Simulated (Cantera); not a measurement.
A closed system holds: 1 mol PbO, 5 mol CO, 3 mol H2, held at 1227 °C and 1000 Pa.

Method: chemical equilibrium by Gibbs-energy minimisation in Cantera with the NASA 1993 tables (ideal gas, pure condensed phases). Candidate condensed phases: C, C6H6, C7H8, C8H18, H2O, Pb, PbO, PbO2, Pb3O4; 113 gas species. Kinetics and transport are ignored.

Base state: CO 0.509, H2 0.269, Pb 0.111, H2O 0.0642, CO2 0.0469, H 9.13e-5, PbO 1.01e-5 (mole fractions); condensed: gas only.

**Question.** What changes in the equilibrium state with this change: temperature from 1227 °C to 602 °C?

**Answer.** 
```csv
species,before,after
CO,0.509,0.525
H2,0.269,0.350
CO2,0.0469,0.1000
Pb,0.111,6.74e-5
H2O,0.0642,0.0252
CH4,<1e-9,0.000158
H,9.13e-5,<1e-9
PbO,1.01e-5,<1e-9
"Pb(l), mol",0,0.999
```
